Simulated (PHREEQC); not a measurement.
Dissolve 0.0003 mol Na2SiF6 per kg of water at 77 °C. Closed to the air; pH follows from the charge balance.

Computed with PHREEQC (ion-association model, wateq4f.dat).

Each row changes one thing in this solution. This is a speciation only: nothing precipitates in the calculation.

| case | pH | ionic strength (mol/kgw) |
|---|---|---|
| as made | 3.58 | 0.000873 |
| Na2SiF6 replaced by NaH2PO4 at the same molality | 5.32 | 0.000310 |
| diluted 5-fold with water | 3.92 | 0.000242 |
| Na2SiF6 replaced by Pb(BF4)2 at the same molality | 3.44 | 0.00127 |
| Na2SiF6 replaced by AgF at the same molality | 6.50 | 0.000300 |
| temperature from 77 to 40 °C | 3.40 | 0.00102 |
| Na2SiF6 from 0.0003 to 0.00033 mol/kgw | 3.56 | 0.000944 |
| 0.0005 mol/kgw Na2HPO4 added | 3.94 | 0.00172 |
| temperature from 77 to 80 °C | 3.60 | 0.000863 |

Some of these states are supersaturated (in Quartz (slow to form), for instance). H3PO4, which wateq4f.dat lacks, is added to it with the constant of phreeqc.dat. Away from 25 °C the constants follow the database's enthalpies or fits; those with neither stay at their 25 °C values. SiF6-2 is the database's only silicon fluoride.
